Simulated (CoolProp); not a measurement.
Vapour-liquid equilibrium of methane (1) + ethylene (2) at 158.8 K; x and y are mole fractions of (1).

Model: multi-fluid Helmholtz-energy mixture model, Setzmann 1991 and Smukala 2000; pair parameters Bell 2016, in CoolProp.

```tsv
x	bubble pressure (bar)	y at the bubble point	dew pressure at overall composition x (bar)	liquid density (mol/L)
0.05	1.451	0.649	0.5457	20.88
0.2	4.077	0.884	0.6471	21.21
0.35	6.378	0.932	0.7944	21.49
0.5	8.380	0.954	1.028	21.70
0.65	10.21	0.968	1.455	21.80
0.8	12.08	0.981	2.482	21.72
0.95	14.28	0.994	7.928	21.36
```

No azeotrope shows between x = 0.05 and 0.95.

Pair parameters are fitted to limited data, so mixtures are less certain than the pure fluids. The gap from Raoult's law changes sign with composition, which may be real or a fault of the pair parameters; it wasn't checked against measurements.
